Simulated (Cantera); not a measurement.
A perfectly stirred reactor is fed with 9.38 % CH₄, 0.394 % H₂, 18.9 % O₂, 71.3 % N₂, equivalence ratio 1.0, at 180 Torr; it is adiabatic with a 775 K inlet, and is followed from long to short residence time, starting on the burning branch (τ in s: 0.038, 0.02, 0.01, 0.0055, 0.0029, 0.0015, 0.00079, 0.00041, 0.00022, 0.00011, 5.9e-05, 3.1e-05, 1.6e-05).

Cantera simulation using GRI-Mech 3.0 (53 species, 325 reactions); the numbers are that mechanism's predictions, not measurements.

One state of this run: T (K) = 2183; x CH₄ = 3.68e-5; x H₂ = 0.0169; x O₂ = 0.0216; x N₂O = 3.64e-8; x H₂O = 0.156. x: mole fraction; the columns are a selection and need not sum to one.

Task: Which value of τ (s) does it belong to?
A. 0.0055
B. 0.0029
C. 0.020
D. 0.00022

Result: A, 0.0055
